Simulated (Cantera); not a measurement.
A closed system holds: 1 mol Pb, 0.038 mol CO, 63 mol H2, at 49.5 Torr.

Cantera equilibrium calculation (NASA polynomials, part measured and part estimated; ideal gas, pure solids and liquids). Candidate condensed phases: C, C6H6, C7H8, C8H18, H2O, Pb, PbO, PbO2, Pb3O4; 113 gas species. Equilibrium is a limit: real reactors are often held back by kinetics, nucleation or transport. All values below are at 1327 °C.

Base state: H2 0.984, Pb 0.0156, CO 0.000591, H 0.000210 (mole fractions); condensed: gas only.

Task: What changes in the equilibrium state with this change: pressure from 49.5 Torr to 3000 Torr?

Result: 
```json
[
 {"species": "H2", "before": "0.984", "after": "0.984"},
 {"species": "Pb", "before": "0.0156", "after": "0.0151"},
 {"species": "CO", "before": "0.000591", "after": "0.000490"},
 {"species": "H", "before": "0.000210", "after": "2.70e-5"},
 {"species": "Pb2", "before": "2.02e-7", "after": "1.15e-5"},
 {"species": "CH4", "before": "1.86e-6", "after": "0.000103"},
 {"species": "H2O", "before": "1.88e-6", "after": "0.000103"},
 {"species": "Pb(l), mol", "before": "0", "after": "0.0293"}
]
```
